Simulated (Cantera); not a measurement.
An adiabatic, constant-pressure homogeneous reactor starts with CH₄ : O₂ : N₂ = 1 : 3.12 : 11.8 (molar parts), at 975 K and 11300 Torr.

Cantera simulation using GRI-Mech 3.0 (53 species, 325 reactions); the numbers are that mechanism's predictions, not measurements. The pressure lies above the range GRI-Mech 3.0 was tuned for (to about 10 atm). Below about 1000 K GRI-Mech 3.0 lacks low-temperature oxidation paths.

Q: Predict: time of steepest temperature rise; temperature at 2.00 s; equilibrium temperature; x(O₂) at 2.00 s.

A: 
```json
{
 "time_of_steepest_temperature_rise": "79.1 ms",
 "temperature at 2.00 s": "2256 K",
 "equilibrium_temperature": "2256 K",
 "x(O₂) at 2.00 s": "0.0660 (gas-phase equilibrium 0.0660)"
}
```
